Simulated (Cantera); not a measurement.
Cantera run:

```python
import numpy as np
import cantera as ct

gas_names = [...]  # 49 gases of nasa_gas.yaml made of B, Cl, H, N, O
cond_names = """
    B(b) B(L) BN(s) B2O3(L) B3O3H3(cr) H2O(s) H2O(L) NH4CL(a) NH4CL(b)
""".split()


# ... load() reads the species with a 1 bar reference pressure and builds the phases ...
atoms = {
    'BCl3': {'B': 1, 'CL': 3},
    'H2O': {'H': 2, 'O': 1},
    'N2': {'N': 2},
}
top_T = {'BN(s)': 3200}  # K; cautious upper limits of use, not melting points


# ... equilibrate(T, P, feed) seeds the gas with the atoms and calls Mixture.equilibrate('TP', solver="vcs", rtol=1e-11, max_steps=5000) ...
results = []
P = 10000  # Pa
for T in [1298, 1348, 1398, 1448, 1498, 1548, 1598, 1648, 1698, 1748]:
    for m in [0.58, 1.2, 2.6, 5.4, 11, 24, 50, 110]:
        feed = {'BCl3': 1, 'H2O': 1.4, 'N2': m}  # mol
        mix = equilibrate(T, P, feed)
        results.append((T, P, feed, dict(zip(mix.species_names, mix.species_moles))))

for T, P, feed, n in results:
    print(f"{T:7g} {feed['N2']:10.4g}  " + (" + ".join(c for c in cond_names if n.get(c, 0) > 1e-12) or "gas only"))
```

Result:

```
   1298       0.58  B2O3(L)
   1298        1.2  B2O3(L)
   1298        2.6  B2O3(L)
   1298        5.4  B2O3(L)
   1298         11  B2O3(L)
   1298         24  B2O3(L)
   1298         50  B2O3(L)
   1298        110  B2O3(L)
   1348       0.58  B2O3(L)
   1348        1.2  B2O3(L)
   1348        2.6  B2O3(L)
   1348        5.4  B2O3(L)
   1348         11  B2O3(L)
   1348         24  B2O3(L)
   1348         50  B2O3(L)
   1348        110  B2O3(L)
   1398       0.58  B2O3(L)
   1398        1.2  B2O3(L)
   1398        2.6  B2O3(L)
   1398        5.4  B2O3(L)
   1398         11  B2O3(L)
   1398         24  B2O3(L)
   1398         50  B2O3(L)
   1398        110  B2O3(L)
   1448       0.58  B2O3(L)
   1448        1.2  B2O3(L)
   1448        2.6  B2O3(L)
   1448        5.4  B2O3(L)
   1448         11  B2O3(L)
   1448         24  B2O3(L)
   1448         50  B2O3(L)
   1448        110  B2O3(L)
   1498       0.58  B2O3(L)
   1498        1.2  B2O3(L)
   1498        2.6  B2O3(L)
   1498        5.4  B2O3(L)
   1498         11  B2O3(L)
   1498         24  B2O3(L)
   1498         50  B2O3(L)
   1498        110  B2O3(L)
   1548       0.58  B2O3(L)
   1548        1.2  B2O3(L)
   1548        2.6  B2O3(L)
   1548        5.4  B2O3(L)
   1548         11  B2O3(L)
   1548         24  B2O3(L)
   1548         50  B2O3(L)
   1548        110  B2O3(L)
   1598       0.58  B2O3(L)
   1598        1.2  B2O3(L)
   1598        2.6  B2O3(L)
   1598        5.4  B2O3(L)
   1598         11  B2O3(L)
   1598         24  B2O3(L)
   1598         50  B2O3(L)
   1598        110  B2O3(L)
   1648       0.58  B2O3(L)
   1648        1.2  B2O3(L)
   1648        2.6  B2O3(L)
   1648        5.4  B2O3(L)
   1648         11  B2O3(L)
   1648         24  B2O3(L)
   1648         50  B2O3(L)
   1648        110  gas only
   1698       0.58  B2O3(L)
   1698        1.2  B2O3(L)
   1698        2.6  B2O3(L)
   1698        5.4  B2O3(L)
   1698         11  B2O3(L)
   1698         24  B2O3(L)
   1698         50  gas only
   1698        110  gas only
   1748       0.58  B2O3(L)
   1748        1.2  B2O3(L)
   1748        2.6  B2O3(L)
   1748        5.4  B2O3(L)
   1748         11  B2O3(L)
   1748         24  gas only
   1748         50  gas only
   1748        110  gas only
```

Equilibrium computed with Cantera from the NASA thermochemical tables; the gas is ideal and each condensed phase is pure. The tables' values for BCl2 are old estimates. Gases not in the tables: H3BO3.
